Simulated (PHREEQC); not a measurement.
Solution (25 °C): 0.01 mol/kgw Cu(BF4)2, 0.019 mol/kgw HBF4 and 8.8e-05 mol/kgw H3BO3. Closed to the air; pH follows from the charge balance.

Equilibrium calculation in PHREEQC: ion-association model, phreeqc.dat.

This is a speciation only: nothing precipitates in the calculation.

**Question.** Predict the pH, ionic strength.

**Answer.** pH 1.82; ionic strength 0.0476 mol/kgw.

**Question.** In which forms is F present?

**Answer.** BF4- 91 %, HF 5.6 %, BF3OH- 2.8 % of the F.

Real BF4- forms and hydrolyses slowly; the run takes it at equilibrium.
